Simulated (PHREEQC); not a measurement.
# Acid rinse or clean

Make-up at 25 °C: 0.048 mol/kgw HBr, 0.025 mol/kgw CaCl2 and 0.025 mol/kgw MgCl2. Closed to the air; pH follows from the charge balance.

The numbers come from PHREEQC with the ion-association model, wateq4f.dat.

Each row changes one thing in this solution. No solid was allowed to form.

```csv
case,pH,SI of Portlandite (Ca(OH)2)
as made,1.42,-22.06
HBr from 0.048 to 0.024 mol/kgw,1.72,-21.45
HBr left out,6.66,-11.54
HBr replaced by KBr at the same molality,6.67,-11.55
MgCl2 left out,1.41,-22.03
CaCl2 from 0.025 to 0.0375 mol/kgw,1.42,-21.90
HBr from 0.048 to 0.0096 mol/kgw,2.11,-20.65
```
